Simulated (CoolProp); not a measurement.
Vapour pressure (kPa) of octamethylcyclotetrasiloxane (D4): the reference equation beside estimates from Tc = 586.5 K, pc = 1347 kPa, ω = 0.598. Clausius-Clapeyron is anchored at 423.4 K with a constant enthalpy of vaporisation of 41.72 kJ/mol.

The numbers come from the reference Helmholtz-energy equation of state, Thol 2015 in CoolProp.

```tsv
T (K)	reference	Lee-Kesler	Clausius-Clapeyron	van der Waals	Redlich-Kwong	Soave-Redlich-Kwong	Peng-Robinson
413.3	37.08	37.07	37.75	279.4	124.6	37.11	37.83
416.7	41.22	41.19	41.69	291.2	133.4	41.24	41.96
420	45.57	45.53	45.82	303.0	142.3	45.60	46.31
423.4	50.44	50.37	50.44	315.5	152.0	50.48	51.17
426.8	55.70	55.62	55.43	328.2	162.1	55.76	56.42
430.2	61.39	61.28	60.83	341.4	172.7	61.47	62.10
433.6	67.53	67.40	66.65	354.8	183.8	67.65	68.23
437	74.14	73.99	72.93	368.6	195.3	74.30	74.83
440.4	81.24	81.08	79.69	382.7	207.4	81.47	81.93
443.8	88.87	88.68	86.96	397.2	220.0	89.17	89.55
447.2	97.05	96.84	94.76	412.0	233.1	97.43	97.73
450.6	105.8	105.6	103.1	427.2	246.7	106.3	106.5
454	115.1	114.9	112.1	442.7	260.9	115.8	115.8
```

Absolute difference from the reference over all 13 rows, mean and median: Lee-Kesler 0.2 and 0.2 %, Clausius-Clapeyron 1.5 and 1.6 %, van der Waals 442.2 and 425.4 %, Redlich-Kwong 175.7 and 172.2 %, Soave-Redlich-Kwong 0.2 and 0.2 %, Peng-Robinson 1.1 and 1.0 %.
